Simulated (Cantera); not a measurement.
Charge: 1 mol CaCO₃, 0.62 mol CO₂, held at 10000 Pa.

Method: chemical equilibrium by Gibbs-energy minimisation in Cantera with the NASA 1993 tables (ideal gas, pure condensed phases). Candidate condensed phases: C, Ca, CaCO₃, CaO; 15 gas species. Kinetics and transport are ignored.

x: gas mole fraction; n: condensed amount in mol.

```json
[
 {"T (K)": "600", "x CO₂": "1.00", "x CO": "8.09e-10", "x O₂": "<1e-12", "x O": "<1e-12", "n CaCO₃(calcite)": "1.00", "n CaO(s)": "0"},
 {"T (K)": "700", "x CO₂": "1.00", "x CO": "8.98e-12", "x O₂": "___", "x O": "<1e-12", "n CaCO₃(calcite)": "1.00", "n CaO(s)": "0"},
 {"T (K)": "800", "x CO₂": "1.00", "x CO": "1.44e-9", "x O₂": "___", "x O": "<1e-12", "n CaCO₃(calcite)": "1.00", "n CaO(s)": "0"},
 {"T (K)": "900", "x CO₂": "1.00", "x CO": "3.38e-8", "x O₂": "___", "x O": "<1e-12", "n CaCO₃(calcite)": "1.00", "n CaO(s)": "0"},
 {"T (K)": "1000", "x CO₂": "1.000", "x CO": "4.20e-7", "x O₂": "___", "x O": "<1e-12", "n CaCO₃(calcite)": "1.00", "n CaO(s)": "0"},
 {"T (K)": "1100", "x CO₂": "1.000", "x CO": "3.29e-6", "x O₂": "___", "x O": "1.01e-11", "n CaCO₃(calcite)": "0", "n CaO(s)": "1.00"},
 {"T (K)": "1200", "x CO₂": "1.000", "x CO": "1.83e-5", "x O₂": "___", "x O": "2.39e-10", "n CaCO₃(calcite)": "0", "n CaO(s)": "1.00"},
 {"T (K)": "1300", "x CO₂": "1.000", "x CO": "7.76e-5", "x O₂": "___", "x O": "3.49e-9", "n CaCO₃(calcite)": "0", "n CaO(s)": "1.00"},
 {"T (K)": "1400", "x CO₂": "1.000", "x CO": "0.000268", "x O₂": "___", "x O": "3.46e-8", "n CaCO₃(calcite)": "0", "n CaO(s)": "1.00"}
]
```

**Question.** Some entries are withheld; supply them.

**Answer.** 
- 700, x O₂: 9.66e-11
- 800, x O₂: 7.24e-10
- 900, x O₂: 1.69e-8
- 1000, x O₂: 2.10e-7
- 1100, x O₂: 1.65e-6
- 1200, x O₂: 9.13e-6
- 1300, x O₂: 3.88e-5
- 1400, x O₂: 0.000134
